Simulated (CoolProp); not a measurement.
Vapour-liquid equilibrium of R134a (1) + isobutane (2) at 245.1 K; x and y are mole fractions of (1).

The numbers come from the multi-fluid Helmholtz-energy mixture model, Tillner-Roth 1994 and Bücker 2006; pair parameters Bell 2016 in CoolProp.

Question: Give the bubble pressure and the first vapour's composition at x = 0.05, 0.35, 0.95. Is there an azeotrope?

Answer: x = 0.05: 74.35 kPa, y = 0.338; x = 0.35: 117.4 kPa, y = 0.636; x = 0.95: 104.9 kPa, y = 0.847. y crosses x between x = 0.65 and 0.8: the model has an azeotrope there.

Pair parameters are fitted to limited data, so mixtures are less certain than the pure fluids. With so large a gap from Raoult's law the liquid may split in two, which this calculation doesn't test in full.
